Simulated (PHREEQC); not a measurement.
Make-up at 20 °C: 0.004 mol/kgw NaH2PO4, 0.00048 mol/kgw KOH and 0.0038 mol/kgw KCl. Closed to the air; pH follows from the charge balance.

All values are PHREEQC results (ion-association model, wateq4f.dat), not measurements.

| quantity | before | after |
|---|---|---|
| pH | 6.23 | 6.52 |
| ionic strength (mol/kgw) | 0.00875 | 0.00950 |
| H2PO4- (mol/kgw) | 0.00352 | 0.00314 |
| HPO4-2 (mol/kgw) | 0.000476 | 0.000849 |
| KHPO4- (mol/kgw) | 2.71e-6 | 4.76e-6 |
| NaHPO4- (mol/kgw) | 2.54e-6 | 4.89e-6 |
| SI of Halite (NaCl) | -6.47 | -6.44 |

### Question
Which change was made?
A) NaH2PO4 from 0.004 to 0.0008 mol/kgw
B) KCl from 0.0038 to 0.00076 mol/kgw
C) 0.00019 mol/kgw Na2B4O7 added
D) KCl from 0.0038 to 0.0057 mol/kgw

### Answer
C, 0.00019 mol/kgw Na2B4O7 added

No solid was allowed to form. H3PO4, which wateq4f.dat lacks, is added to it with the constant of phreeqc.dat.
